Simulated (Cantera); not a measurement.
Feed: 1 mol Fe(CO)5, 8.9 mol H2, 0.13 mol N2, held at 1500 K and 0.0330 bar.

These are equilibrium values from Cantera (NASA tables, ideal gas, pure condensed phases), not measurements of a reactor. Candidate condensed phases: C, C6H6, C7H8, C8H18, Fe, Fe(CO)5, FeO, Fe(OH)2, Fe(OH)3, Fe2O3, Fe3O4, H2O; 140 gas species. Equilibrium is a limit: real reactors are often held back by kinetics, nucleation or transport.

Base state: H2 0.634, CO 0.356, N2 0.00925, H 7.72e-5, H2O 3.56e-5, HCN 2.91e-5, CH4 1.23e-5 (mole fractions); condensed: Fe(γ).

Q: What changes in the equilibrium state with this change: 0.39 mol O2 added?

A: 
```tsv
species	before	after
H2	0.634	0.589
CO	0.356	0.346
H2O	3.56e-5	0.0453
CO2	7.74e-6	0.0103
CH4	1.23e-5	7.50e-9
HCN	2.91e-5	1.99e-8
H	7.72e-5	7.44e-5
N2	0.00925	0.00927
Fe(γ), mol	1.000	1.000
```
